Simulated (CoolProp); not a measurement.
Vapour-liquid equilibrium of CHF3 (R23) (1) + n-butane (2) at 253.8 K; x and y are mole fractions of (1).

Model: multi-fluid Helmholtz-energy mixture model, Penoncello 2003 and Bücker 2006; pair parameters Bell 2016, in CoolProp.

Problem. Give the bubble pressure and the first vapour's composition at x = 0.45, 0.55, 0.75. Is there an azeotrope?

Solution. x = 0.45: 11.83 bar, y = 0.955; x = 0.55: 11.90 bar, y = 0.955; x = 0.75: 12.22 bar, y = 0.958. No azeotrope shows between x = 0.05 and 0.95.

The pair parameters rest on a limited set of measurements; away from them the model extrapolates. With so large a gap from Raoult's law the liquid may split in two, which this calculation doesn't test in full.
